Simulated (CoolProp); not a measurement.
Saturation properties of ethylene (Tc = 282.4 K, pc = 5042 kPa, ω = 0.087).

Computed with CoolProp (reference Helmholtz-energy equation of state, Smukala 2000).

| T (K) | p (kPa) | vapour Z | surface tension (mN/m) |
|---|---|---|---|
| 221.9 | 1019 | 0.8335 | 7.86 |
| 223.8 | 1085 | 0.8261 | 7.57 |
| 225.8 | 1157 | 0.8181 | 7.27 |
| 227.7 | 1229 | 0.8103 | 6.98 |
| 229.7 | 1307 | 0.8018 | 6.69 |
| 231.6 | 1386 | 0.7935 | 6.40 |
| 233.6 | 1472 | 0.7845 | 6.11 |
| 235.5 | 1557 | 0.7757 | 5.83 |
| 237.4 | 1646 | 0.7666 | 5.56 |
| 239.4 | 1743 | 0.7568 | 5.27 |
| 241.3 | 1839 | 0.7472 | 5.00 |
| 243.3 | 1945 | 0.7368 | 4.71 |
| 245.2 | 2049 | 0.7265 | 4.45 |
| 247.2 | 2163 | 0.7154 | 4.17 |
| 249.1 | 2275 | 0.7044 | 3.90 |

It boils at 169.4 K under 1 atm.

Surface tension comes from a separate correlation (Mulero 2012).
